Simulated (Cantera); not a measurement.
A perfectly stirred reactor is fed with CH₄ : H₂ = 1 : 1.2 (molar parts), at 0.000168 atm; it is held at 1775 K, and followed from long to short residence time.

Cantera simulation using GRI-Mech 3.0 (53 species, 325 reactions); the numbers are that mechanism's predictions, not measurements. GRI-Mech 3.0 stops at C3 and has no aromatics, soot or wall deposition, so with more carbon than oxygen in the feed, carbon stays in small species such as C2H2 where larger ones or solid carbon would form. Radical loss at walls, strong at low pressure, is not modelled.

Problem. What does this change do: pressure from 0.000168 atm to 0.00197 atm?

Solution. 
```csv
quantity,before,after
x(CH₄) at τ = 0.310 s,0.441,0.199
x(H₂) at τ = 0.310 s,0.552,0.708
x(CH₃) at τ = 0.310 s,0.00384,0.00624
x(H) at τ = 0.310 s,0.000247,0.00114
x(C₂H) at τ = 0.310 s,4.79e-9,1.03e-6
x(CH₄) at τ = 5.50 ms,0.454,0.454
x(H₂) at τ = 5.50 ms,0.545,0.546
x(CH₃) at τ = 5.50 ms,6.17e-5,0.000726
x(H) at τ = 5.50 ms,5.42e-6,4.53e-5
x(C₂H) at τ = 5.50 ms,<1e-12,1.07e-12
```

Problem. What does this change do: pressure from 0.000168 atm to 0.0132 atm?

Solution. 
| quantity | before | after |
|---|---|---|
| x(CH₄) at τ = 0.310 s | 0.441 | 0.0962 |
| x(H₂) at τ = 0.310 s | 0.552 | 0.778 |
| x(CH₃) at τ = 0.310 s | 0.00384 | 0.00284 |
| x(H) at τ = 0.310 s | 0.000247 | 0.00115 |
| x(C₂H) at τ = 0.310 s | 4.79e-9 | 1.41e-6 |
| x(CH₄) at τ = 5.50 ms | 0.454 | 0.432 |
| x(H₂) at τ = 5.50 ms | 0.545 | 0.557 |
| x(CH₃) at τ = 5.50 ms | 6.17e-5 | 0.00456 |
| x(H) at τ = 5.50 ms | 5.42e-6 | 0.000304 |
| x(C₂H) at τ = 5.50 ms | <1e-12 | 1.24e-8 |
